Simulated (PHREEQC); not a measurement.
A made-up water analysis in mg/L, 25 °C, pH 3.45, pe 8.1:

```tsv
constituent	mg/L
Na	2570
K	47.8
Ca	210
Mg	197
Cl	726
S(6) as SO4	5770
Cu(2)	5.1
Br	22.9
Mn(2)	62.6
Pb	9.56
```

Valence states are taken as typed.

Equilibrium calculation in PHREEQC: ion-association model, phreeqc.dat.

Each row changes one thing in this solution. This is a speciation only: nothing precipitates in the calculation.

```csv
case,ionic strength (mol/kgw),SO4-2 (mol/kgw),NaSO4- (mol/kgw),MgSO4 (mol/kgw),Mg+2 (mol/kgw),Ca+2 (mol/kgw),SI of Gypsum (CaSO4:2H2O),SI of Anglesite (PbSO4)
as made,0.174,0.0453,0.00737,0.00431,0.00387,0.00294,-0.29,+0.48
Cl from 726 to 363 mg/L,0.168,0.0451,0.00743,0.00434,0.00383,0.00292,-0.28,+0.49
temperature from 25 to 40 °C at the same typed pH,0.170,0.0440,0.00766,0.00491,0.00327,0.00289,-0.31,+0.39
Br from 22.9 to 68.7 mg/L,0.174,0.0453,0.00737,0.00431,0.00387,0.00294,-0.29,+0.48
```

Some of these states are supersaturated (in Anglesite, for instance). At this temperature some constants are extrapolated from 25 °C, and those without enthalpy data are left unchanged.
